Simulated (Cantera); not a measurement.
An adiabatic, constant-pressure homogeneous reactor starts with CH3OH : O2 : N2 = 1 : 3.57 : 13.4 (molar parts), equivalence ratio 0.42, at 1575 K and 1100000 Pa. Integrator tolerance rtol = 1e-08.

Computed with Cantera and GRI-Mech 3.0 (53 species, 325 reactions). GRI-Mech 3.0 was tuned for natural gas; its chemistry of methanol as a main component is partial and can be far from experiment.

Problem. What does this change do: pressure from 1100000 Pa to 110000 Pa?

Solution. 
```json
[
 {"quantity": "time of steepest temperature rise", "before": "20.8 µs", "after": "0.155 ms"},
 {"quantity": "temperature at 0.300 s", "before": "2436 K", "after": "2396 K"},
 {"quantity": "equilibrium temperature", "before": "2436 K", "after": "2396 K"},
 {"quantity": "x(CH3OH) at 0.300 s", "before": "<1e-12 (gas-phase equilibrium <1e-12)", "after": "<1e-12 (gas-phase equilibrium <1e-12)"},
 {"quantity": "x(O2) at 0.300 s", "before": "0.104 (gas-phase equilibrium 0.104)", "after": "0.104 (gas-phase equilibrium 0.104)"},
 {"quantity": "x(C2H2) at 0.300 s", "before": "<1e-12 (gas-phase equilibrium <1e-12)", "after": "<1e-12 (gas-phase equilibrium <1e-12)"},
 {"quantity": "x(C2H6) at 0.300 s", "before": "<1e-12 (gas-phase equilibrium <1e-12)", "after": "<1e-12 (gas-phase equilibrium <1e-12)"},
 {"quantity": "x(HCN) at 0.300 s", "before": "2.12e-12 (gas-phase equilibrium 2.12e-12)", "after": "2.09e-12 (gas-phase equilibrium 2.09e-12)"},
 {"quantity": "x(C2H4) at 0.300 s", "before": "<1e-12 (gas-phase equilibrium <1e-12)", "after": "<1e-12 (gas-phase equilibrium <1e-12)"}
]
```

Problem. What does this change do: initial temperature 1575 to 1598 K?

Solution. 
| quantity | before | after |
|---|---|---|
| time of steepest temperature rise | 20.8 µs | 17.4 µs |
| temperature at 0.300 s | 2436 K | 2454 K |
| equilibrium temperature | 2436 K | 2454 K |
| x(CH3OH) at 0.300 s | <1e-12 (gas-phase equilibrium <1e-12) | <1e-12 (gas-phase equilibrium <1e-12) |
| x(O2) at 0.300 s | 0.104 (gas-phase equilibrium 0.104) | 0.104 (gas-phase equilibrium 0.104) |
| x(C2H2) at 0.300 s | <1e-12 (gas-phase equilibrium <1e-12) | <1e-12 (gas-phase equilibrium <1e-12) |
| x(C2H6) at 0.300 s | <1e-12 (gas-phase equilibrium <1e-12) | <1e-12 (gas-phase equilibrium <1e-12) |
| x(HCN) at 0.300 s | 2.12e-12 (gas-phase equilibrium 2.12e-12) | 2.68e-12 (gas-phase equilibrium 2.68e-12) |
| x(C2H4) at 0.300 s | <1e-12 (gas-phase equilibrium <1e-12) | <1e-12 (gas-phase equilibrium <1e-12) |

Problem. What does this change do: constant volume in place of constant pressure?

Solution. 
| quantity | before | after |
|---|---|---|
| time of steepest temperature rise | 20.8 µs | 18.3 µs |
| temperature at 0.300 s | 2436 K | 2623 K |
| equilibrium temperature | 2436 K | 2623 K |
| x(CH3OH) at 0.300 s | <1e-12 (gas-phase equilibrium <1e-12) | <1e-12 (gas-phase equilibrium <1e-12) |
| x(O2) at 0.300 s | 0.104 (gas-phase equilibrium 0.104) | 0.101 (gas-phase equilibrium 0.101) |
| x(C2H2) at 0.300 s | <1e-12 (gas-phase equilibrium <1e-12) | <1e-12 (gas-phase equilibrium <1e-12) |
| x(C2H6) at 0.300 s | <1e-12 (gas-phase equilibrium <1e-12) | <1e-12 (gas-phase equilibrium <1e-12) |
| x(HCN) at 0.300 s | 2.12e-12 (gas-phase equilibrium 2.12e-12) | 1.82e-11 (gas-phase equilibrium 1.82e-11) |
| x(C2H4) at 0.300 s | <1e-12 (gas-phase equilibrium <1e-12) | <1e-12 (gas-phase equilibrium <1e-12) |
